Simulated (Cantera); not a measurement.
Feed: 1 mol CH₃SiCl₃, 0.4 mol C₂H₂, 160 mol H₂, 0.062 mol C₃H₈, equilibrated at 0.640 bar.

Cantera equilibrium calculation (NASA polynomials, part measured and part estimated; ideal gas, pure solids and liquids). Candidate condensed phases: C, C₆H₆, C₇H₈, C₈H₁₈, Si, SiC; 109 gas species. The feed counts by its element totals alone. Gases not in the tables: Si₂H₆ and higher silanes. Rates play no part. All values below are at 1900 °C.

Base state: H₂ 0.973, HCl 0.0181, H 0.00595, C₂H₂ (acetylene) 0.00215, CH₄ 0.000169, Cl 8.06e-5, SiCl₂ 6.56e-5, Si 4.36e-5 (mole fractions); condensed: C(graphite) + SiC(s).

Question: What changes in the equilibrium state with this change: pressure from 0.640 bar to 10.0 mbar?

Answer: 
```json
[
 {"species": "H₂", "before": "0.973", "after": "0.930"},
 {"species": "H", "before": "0.00595", "after": "0.0465"},
 {"species": "HCl", "before": "0.0181", "after": "0.0170"},
 {"species": "Si", "before": "4.36e-5", "after": "0.00279"},
 {"species": "CH₄", "before": "0.000169", "after": "2.41e-6"},
 {"species": "SiC₂", "before": "3.78e-6", "after": "0.000242"},
 {"species": "C(graphite), mol", "before": "0.273", "after": "0.794"},
 {"species": "SiC(s), mol", "before": "0.972", "after": "0.391"}
]
```
The tables' values for SiCl are old estimates; treat these amounts as uncertain.
